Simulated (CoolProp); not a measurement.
Values from CoolProp's reference Helmholtz-energy equation of state, Gao 2020.

### Question
For ammonia, give the phase and the cp (kJ/(kg K)), speed of sound (m/s), Prandtl number at 315.05 °C and 1.31 MPa; 426.45 °C and 0.019 MPa.

### Answer
- 315.05 °C and 1.31 MPa: gas; cp 2.67, speed of sound 591, Prandtl number 0.841
- 426.45 °C and 0.019 MPa: gas; cp 2.82, speed of sound 643, Prandtl number 0.916

Viscosity comes from a separate model (Fenghour 1995). Thermal conductivity comes from a separate model (Tufeu 1984).
